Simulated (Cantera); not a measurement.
## SiCl₄ + C₂H₂ + H₂ + C₂H₄ (silicon carbide growth)

Feed: 1 mol SiCl₄, 0.015 mol C₂H₂, 66 mol H₂, 0.16 mol C₂H₄, equilibrated at 1352 °C and 8200 Pa.

These are equilibrium values from Cantera (NASA tables, ideal gas, pure condensed phases), not measurements of a reactor. Candidate condensed phases: C, C₆H₆, C₇H₈, C₈H₁₈, Si, SiC; 109 gas species. Mutual solubility and eutectic melting of coexisting phases are not modelled. The tables' values for SiCl₃ are old estimates; treat these amounts as uncertain. Equilibrium is a limit: real reactors are often held back by kinetics, nucleation or transport.

```yaml
x(H₂): 0.949
x(HCl): 0.0439
x(SiCl₂): 0.00711
x(H): 0.000240
x(SiCl₃): 0.000109
x(SiHCl₃): 1.31e-5
x(Cl): 8.74e-6
x(SiH₂Cl₂): 7.45e-6
x(SiCl): 7.00e-6
n(Si(s)): 0.154 mol
n(SiC(s)): 0.350 mol
gas_amount: 68.34 mol
log10 activity of C(graphite) (absent): -1.94
```
